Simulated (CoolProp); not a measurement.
Properties of sulfur hexafluoride at several states (Tc = 318.7 K, pc = 3.755 MPa, ω = 0.210).

The numbers come from the reference Helmholtz-energy equation of state, Guder 2009 in CoolProp.

| T (K) | p (MPa) | phase | Z | cp (kJ/(kg K)) | speed of sound (m/s) | Prandtl number | fugacity coefficient |
|---|---|---|---|---|---|---|---|
| 255.7 | 21.3 | liquid | 0.8102 | ___ | 557.9 | 3.81 | 0.06806 |
| 345.2 | 0.263 | gas | 0.9819 | 0.7408 | 143.8 | 0.774 | 0.9821 |
| 396.9 | 0.371 | gas | 0.9844 | ___ | 154.0 | ___ | 0.9846 |
| 401.8 | 18.5 | supercritical | ___ | 1.093 | 223.9 | 1.57 | 0.5492 |

### Question
What belongs in the gaps?

### Answer

- 255.7, cp (kJ/(kg K)): 0.8594
- 396.9, cp (kJ/(kg K)): 0.8008
- 396.9, Prandtl number: 0.764
- 401.8, Z: 0.7518

Viscosity comes from a separate model (Quiñones-Cisneros 2012). Thermal conductivity comes from a separate model (Assael 2012).
